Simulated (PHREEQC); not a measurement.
Na3PO4 is added in steps, without added water, to 1 kg of water holding 8.8 mmol/kgw H3PO4 and 0.07 mmol/kgw Na2CO3, at 25 °C. O2 is buffered at 0.21 atm. CO2 from the air is kept out. Solids allowed: Nahcolite, Natron. Others were left out.

Base run: PHREEQC, ion-association model, wateq4f.dat. Each further column changes one thing. The table gives pH.

```json
[
 {"Na3PO4 added (mol)": "0", "base": "2.32", "temperature from 25 to 85 °C": "2.40", "H3PO4 replaced by KH2PO4 at the same molality": "5.30", "diluted 10-fold with water": "3.12", "no solid may form": "2.32"},
 {"Na3PO4 added (mol)": "0.00088", "base": "2.46", "temperature from 25 to 85 °C": "2.56", "H3PO4 replaced by KH2PO4 at the same molality": "6.43", "diluted 10-fold with water": "7.13", "no solid may form": "2.46"},
 {"Na3PO4 added (mol)": "0.00132", "base": "2.53", "temperature from 25 to 85 °C": "2.65", "H3PO4 replaced by KH2PO4 at the same molality": "6.61", "diluted 10-fold with water": "7.71", "no solid may form": "2.53"},
 {"Na3PO4 added (mol)": "0.0022", "base": "2.73", "temperature from 25 to 85 °C": "2.86", "H3PO4 replaced by KH2PO4 at the same molality": "6.86", "diluted 10-fold with water": "10.52", "no solid may form": "2.73"},
 {"Na3PO4 added (mol)": "0.00264", "base": "2.85", "temperature from 25 to 85 °C": "2.99", "H3PO4 replaced by KH2PO4 at the same molality": "6.96", "diluted 10-fold with water": "10.81", "no solid may form": "2.85"},
 {"Na3PO4 added (mol)": "0.00352", "base": "3.21", "temperature from 25 to 85 °C": "3.36", "H3PO4 replaced by KH2PO4 at the same molality": "7.14", "diluted 10-fold with water": "11.08", "no solid may form": "3.21"},
 {"Na3PO4 added (mol)": "0.00396", "base": "3.56", "temperature from 25 to 85 °C": "3.73", "H3PO4 replaced by KH2PO4 at the same molality": "7.22", "diluted 10-fold with water": "11.16", "no solid may form": "3.56"},
 {"Na3PO4 added (mol)": "0.00484", "base": "5.94", "temperature from 25 to 85 °C": "5.80", "H3PO4 replaced by KH2PO4 at the same molality": "7.38", "diluted 10-fold with water": "11.29", "no solid may form": "5.94"},
 {"Na3PO4 added (mol)": "0.00528", "base": "6.22", "temperature from 25 to 85 °C": "6.08", "H3PO4 replaced by KH2PO4 at the same molality": "7.47", "diluted 10-fold with water": "11.33", "no solid may form": "6.22"},
 {"Na3PO4 added (mol)": "0.00616", "base": "6.52", "temperature from 25 to 85 °C": "6.37", "H3PO4 replaced by KH2PO4 at the same molality": "7.65", "diluted 10-fold with water": "11.41", "no solid may form": "6.52"},
 {"Na3PO4 added (mol)": "0.0066", "base": "6.62", "temperature from 25 to 85 °C": "6.48", "H3PO4 replaced by KH2PO4 at the same molality": "7.76", "diluted 10-fold with water": "11.44", "no solid may form": "6.62"},
 {"Na3PO4 added (mol)": "0.00748", "base": "6.79", "temperature from 25 to 85 °C": "6.64", "H3PO4 replaced by KH2PO4 at the same molality": "8.03", "diluted 10-fold with water": "11.49", "no solid may form": "6.79"},
 {"Na3PO4 added (mol)": "0.00792", "base": "6.86", "temperature from 25 to 85 °C": "6.71", "H3PO4 replaced by KH2PO4 at the same molality": "8.24", "diluted 10-fold with water": "11.51", "no solid may form": "6.86"},
 {"Na3PO4 added (mol)": "0.0088", "base": "6.98", "temperature from 25 to 85 °C": "6.84", "H3PO4 replaced by KH2PO4 at the same molality": "9.49", "diluted 10-fold with water": "11.55", "no solid may form": "6.98"}
]
```

H3PO4, which wateq4f.dat lacks, is added to it with the constant of phreeqc.dat. Constants without temperature data keep their 25 °C values here.
